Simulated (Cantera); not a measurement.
Input: 1 mol Fe₂O₃, 1400 mol H₂, equilibrated at 0.0133 bar.

These are equilibrium values from Cantera (NASA tables, ideal gas, pure condensed phases), not measurements of a reactor. Candidate condensed phases: Fe, FeO, Fe(OH)₂, Fe(OH)₃, Fe₂O₃, Fe₃O₄, H₂O; 12 gas species. The numbers say what is thermodynamically allowed, not how fast it happens.

x: gas mole fraction; n: condensed amount in mol.

| T (K) | x H₂ | x H | x H₂O | x Fe | n Fe(α) | n Fe(γ) | n Fe(δ) |
|---|---|---|---|---|---|---|---|
| 773 | 0.998 | 7.85e-12 | 0.00214 | <1e-12 | 2.00 | 0 | 0 |
| 873 | 0.998 | 4.05e-10 | 0.00214 | <1e-12 | 2.00 | 0 | 0 |
| 973 | 0.998 | 9.35e-9 | 0.00214 | <1e-12 | 2.00 | 0 | 0 |
| 1073 | 0.998 | 1.21e-7 | 0.00214 | ? | 2.00 | 0 | 0 |
| 1173 | 0.998 | 1.02e-6 | 0.00214 | ? | 2.00 | 0 | 0 |
| 1273 | 0.998 | 6.17e-6 | 0.00214 | ? | 0 | 2.00 | 0 |
| 1373 | 0.998 | 2.88e-5 | 0.00214 | ? | 0 | 2.00 | 0 |
| 1473 | 0.998 | 0.000109 | 0.00214 | ? | 0 | 1.99 | 0 |
| 1573 | 0.997 | 0.000352 | 0.00214 | ? | 0 | 1.93 | 0 |
| 1673 | 0.997 | 0.000985 | 0.00214 | ? | 0 | 0 | 1.58 |
| 1773 | 0.994 | 0.00246 | 0.00214 | 0.00142 | 0 | 0 | 0 |
| 1873 | 0.991 | 0.00556 | 0.00213 | 0.00142 | 0 | 0 | 0 |
| 1973 | 0.985 | 0.0116 | 0.00212 | 0.00142 | 0 | 0 | 0 |
| 2073 | 0.974 | 0.0225 | 0.00211 | 0.00141 | 0 | 0 | 0 |

Problem. Complete the blanks.

Solution. 
- 1073, x Fe: 3.11e-11
- 1173, x Fe: 1.47e-9
- 1273, x Fe: 3.73e-8
- 1373, x Fe: 5.85e-7
- 1473, x Fe: 6.27e-6
- 1573, x Fe: 4.93e-5
- 1673, x Fe: 0.000301
